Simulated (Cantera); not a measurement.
A freely propagating, adiabatic, planar premixed flame of H2 : O2 : N2 : H2O = 1 : 0.208 : 0.783 : 0.22 (molar parts), equivalence ratio 2.4, unburnt at 625 K and 0.133 bar; mixture-averaged transport, grid criteria slope 0.08 and curve 0.16, no radiation.

Cantera simulation using the H2/O2 subset of GRI-Mech 3.0, which has no nitrogen chemistry; the numbers are that mechanism's predictions, not measurements. Burning velocities carry a grid error of a few per cent, more on coarse grids.

Question: Predict: laminar burning velocity; thermal thickness; peak x(HO2); peak x(OH); peak x(H).

Answer: 
```json
{
 "laminar_burning_velocity": "658 cm/s",
 "thermal_thickness": "6.10 mm",
 "peak x(HO2)": "5.38e-5",
 "peak x(OH)": "0.00304",
 "peak x(H)": "0.101"
}
```
